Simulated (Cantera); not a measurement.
A perfectly stirred reactor is fed with 8.33 % CH₄, 91.7 % H₂, at 101000 Pa; it is held at 1900 K, and followed from long to short residence time.

Detailed kinetics in Cantera: GRI-Mech 3.0 (53 species, 325 reactions). GRI-Mech 3.0 stops at C3 and has no aromatics, soot or wall deposition, so with more carbon than oxygen in the feed, carbon stays in small species such as C2H2 where larger ones or solid carbon would form.

x: mole fraction; the columns are a selection and need not sum to one.

| τ (s) | x CH₄ | x H₂ | x C₂H₄ | x H | x C₂H | x CH₂ |
|---|---|---|---|---|---|---|
| 2.6 | 0.00588 | 0.958 | 0.000414 | 0.000776 | 3.73e-7 | 9.30e-8 |
| 0.98 | 0.00693 | 0.957 | 0.000409 | 0.000774 | 3.67e-7 | 1.09e-7 |
| 0.37 | 0.00910 | 0.956 | 0.000400 | 0.000771 | 3.56e-7 | 1.41e-7 |
| 0.14 | [?] | 0.954 | 0.000386 | 0.000765 | 3.35e-7 | [?] |
| 0.051 | 0.0198 | 0.950 | 0.000367 | 0.000757 | 3.00e-7 | 2.87e-7 |
| 0.019 | [?] | 0.945 | 0.000353 | 0.000745 | [?] | [?] |
| 0.0072 | 0.0421 | 0.938 | 0.000357 | 0.000730 | 1.86e-7 | 5.55e-7 |
| 0.0027 | 0.0562 | 0.930 | 0.000386 | 0.000713 | 1.17e-7 | 6.97e-7 |
| 0.0010 | 0.0684 | 0.923 | 0.000420 | 0.000692 | 5.81e-8 | 7.97e-7 |
| 0.00038 | 0.0762 | 0.919 | 0.000405 | 0.000662 | 2.20e-8 | 8.12e-7 |

Question: What belongs in the gaps?

Answer: 
- 0.14, x CH₄: 0.0130
- 0.14, x CH₂: 1.96e-7
- 0.019, x CH₄: 0.0295
- 0.019, x C₂H: 2.50e-7
- 0.019, x CH₂: 4.10e-7
